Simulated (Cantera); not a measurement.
A closed system holds: 1 mol CH4, 1.6 mol NH3, 1.4 mol N2, equilibrated at 71.0 Pa.

These are equilibrium values from Cantera (NASA tables, ideal gas, pure condensed phases), not measurements of a reactor. Candidate condensed phases: C, C6H6, C7H8, C8H18; 92 gas species. Equilibrium is a limit: real reactors are often held back by kinetics, nucleation or transport.

**Question.** What share of the C ends up in condensed phases as a function of T (°C), at 2400, 2450, 2500, 2550, 2600, 2650, 2700?

**Answer.** 
```json
[
 {"T (°C)": "2400", "C condensed (%)": "37.5", "as": "C(graphite)"},
 {"T (°C)": "2450", "C condensed (%)": "3.9", "as": "C(graphite)"},
 {"T (°C)": "2500", "C condensed (%)": "0.0", "as": "-"},
 {"T (°C)": "2550", "C condensed (%)": "0.0", "as": "-"},
 {"T (°C)": "2600", "C condensed (%)": "0.0", "as": "-"},
 {"T (°C)": "2650", "C condensed (%)": "0.0", "as": "-"},
 {"T (°C)": "2700", "C condensed (%)": "0.0", "as": "-"}
]
```
